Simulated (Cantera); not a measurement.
Silicon carbide growth: SiCl4 + CH4 + H2

Input: 1 mol SiCl4, 0.03 mol CH4, 480 mol H2, held at 2373.15 K and 1.70 mbar.

These are equilibrium values from Cantera (NASA tables, ideal gas, pure condensed phases), not measurements of a reactor. Candidate condensed phases: C, C6H6, C7H8, C8H18, Si, SiC; 109 gas species. Equilibrium is a limit: real reactors are often held back by kinetics, nucleation or transport.

```yaml
x(H2): 0.706
x(H): 0.285
x(HCl): 0.00550
x(Si): 0.00175
x(Cl): 0.00159
x(C2H2 (acetylene)): 2.36e-5
x(SiH): 1.96e-5
x(SiCl): 3.07e-6
x(SiC2): 1.67e-6
gas_amount: 563.8 mol
log10 activity of C(graphite) (absent): -1.13
log10 activity of Si(l) (absent): -2.77
```
